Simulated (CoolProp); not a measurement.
Model: reference Helmholtz-energy equation of state, Thol 2018, in CoolProp.

Q: For hydrogen chloride, give the phase and the density (kg/m³), cp (kJ/(kg K)), cv (kJ/(kg K)), Joule-Thomson coefficient (K/MPa) at -10.55 °C and 712 kPa; 57.45 °C and 712 kPa.

A: 
- -10.55 °C and 712 kPa: gas; density 12.7, cp 0.951, cv 0.638, Joule-Thomson coefficient 21.2
- 57.45 °C and 712 kPa: gas; density 9.74, cp 0.850, cv 0.591, Joule-Thomson coefficient 12.2
